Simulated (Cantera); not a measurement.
Stirred combustor or abatement burner

A perfectly stirred reactor is fed with 1.69 % C₃H₈, 20.6 % O₂, 77.7 % N₂, equivalence ratio 0.41, at 1.00 bar; it is adiabatic with a 625 K inlet, and is followed from long to short residence time, starting on the burning branch (τ in s: 0.057, 0.023, 0.009, 0.0036, 0.0014, 0.00056, 0.00022, 8.8e-05, 3.5e-05, 1.4e-05, 5.5e-06).

Model: GRI-Mech 3.0 (53 species, 325 reactions), integrated in Cantera. GRI-Mech 3.0 was tuned for natural gas; its chemistry of propane as a main component is partial and can be far from experiment.

```json
[
 {"τ (s)": "0.057", "T (K)": "1585", "x C₃H₈": "2.51e-6", "x O₂": "0.120", "x C₂H": "3.11e-10", "x CH₂": "1.63e-8", "x C₂H₆": "6.92e-10", "x H₂O₂": "1.24e-7", "x N₂O": "1.01e-6"},
 {"τ (s)": "0.023", "T (K)": "1579", "x C₃H₈": "4.43e-6", "x O₂": "0.120", "x C₂H": "4.95e-10", "x CH₂": "3.63e-8", "x C₂H₆": "1.38e-9", "x H₂O₂": "1.83e-7", "x N₂O": "1.01e-6"},
 {"τ (s)": "0.0090", "T (K)": "1569", "x C₃H₈": "7.91e-6", "x O₂": "0.120", "x C₂H": "7.64e-10", "x CH₂": "8.20e-8", "x C₂H₆": "3.30e-9", "x H₂O₂": "2.70e-7", "x N₂O": "9.01e-7"},
 {"τ (s)": "0.0036", "T (K)": "1551", "x C₃H₈": "1.43e-5", "x O₂": "0.121", "x C₂H": "1.11e-9", "x CH₂": "1.80e-7", "x C₂H₆": "9.40e-9", "x H₂O₂": "3.97e-7", "x N₂O": "7.44e-7"},
 {"τ (s)": "0.0014", "T (K)": "1518", "x C₃H₈": "2.84e-5", "x O₂": "0.122", "x C₂H": "1.54e-9", "x CH₂": "4.07e-7", "x C₂H₆": "3.43e-8", "x H₂O₂": "6.10e-7", "x N₂O": "5.64e-7"},
 {"τ (s)": "0.00056", "T (K)": "1459", "x C₃H₈": "7.00e-5", "x O₂": "0.125", "x C₂H": "2.08e-9", "x CH₂": "9.36e-7", "x C₂H₆": "1.73e-7", "x H₂O₂": "1.05e-6", "x N₂O": "3.57e-7"},
 {"τ (s)": "0.00022", "T (K)": "625", "x C₃H₈": "0.0169", "x O₂": "0.206", "x C₂H": "<1e-12", "x CH₂": "<1e-12", "x C₂H₆": "<1e-12", "x H₂O₂": "<1e-12", "x N₂O": "<1e-12"},
 {"τ (s)": "8.8e-5", "T (K)": "625", "x C₃H₈": "0.0169", "x O₂": "0.206", "x C₂H": "<1e-12", "x CH₂": "<1e-12", "x C₂H₆": "<1e-12", "x H₂O₂": "<1e-12", "x N₂O": "<1e-12"},
 {"τ (s)": "3.5e-5", "T (K)": "625", "x C₃H₈": "0.0169", "x O₂": "0.206", "x C₂H": "<1e-12", "x CH₂": "<1e-12", "x C₂H₆": "<1e-12", "x H₂O₂": "<1e-12", "x N₂O": "<1e-12"},
 {"τ (s)": "1.4e-5", "T (K)": "625", "x C₃H₈": "0.0169", "x O₂": "0.206", "x C₂H": "<1e-12", "x CH₂": "<1e-12", "x C₂H₆": "<1e-12", "x H₂O₂": "<1e-12", "x N₂O": "<1e-12"},
 {"τ (s)": "5.5e-6", "T (K)": "625", "x C₃H₈": "0.0169", "x O₂": "0.206", "x C₂H": "<1e-12", "x CH₂": "<1e-12", "x C₂H₆": "<1e-12", "x H₂O₂": "<1e-12", "x N₂O": "<1e-12"}
]
```
x: mole fraction; the columns are a selection and need not sum to one.
